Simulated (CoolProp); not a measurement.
R1336mzz(E) along the isobar 2.92 MPa: Z from the reference equation and from simpler models built on Tc = 130.4 °C, pc = 2.779 MPa, ω = 0.413; each cubic takes its own stable root.

Values from CoolProp's reference Helmholtz-energy equation of state, Akasaka 2023.

| T (°C) | phase | reference |
|---|---|---|
| -17.35 | liquid | 0.1553 |
| -12.55 | liquid | 0.1537 |
| -7.85 | liquid | 0.1523 |
| -3.15 | liquid | 0.1509 |
| 1.65 | liquid | 0.1496 |
| 6.35 | liquid | 0.1484 |
| 11.05 | liquid | 0.1473 |
| 15.85 | liquid | 0.1463 |
| 20.55 | liquid | 0.1453 |
| 25.25 | liquid | 0.1445 |
| 30.05 | liquid | 0.1437 |
| 34.75 | liquid | 0.1430 |
| 39.45 | liquid | 0.1425 |

Problem. How far does each simpler model (van der Waals, Redlich-Kwong, Soave-Redlich-Kwong, Peng-Robinson) lie from the reference over these 13 states: mean and median of the absolute difference, and the worst?

Solution. 
- van der Waals: mean 72.2 %, median 72.2 %, worst +73.0 % at -17.35 °C and 2.92 MPa
- Redlich-Kwong: mean 20.4 %, median 20.3 %, worst +21.8 % at 39.45 °C and 2.92 MPa
- Soave-Redlich-Kwong: mean 13.7 %, median 13.6 %, worst +14.5 % at 39.45 °C and 2.92 MPa
- Peng-Robinson: mean 0.7 %, median 0.6 %, worst +1.2 % at 39.45 °C and 2.92 MPa
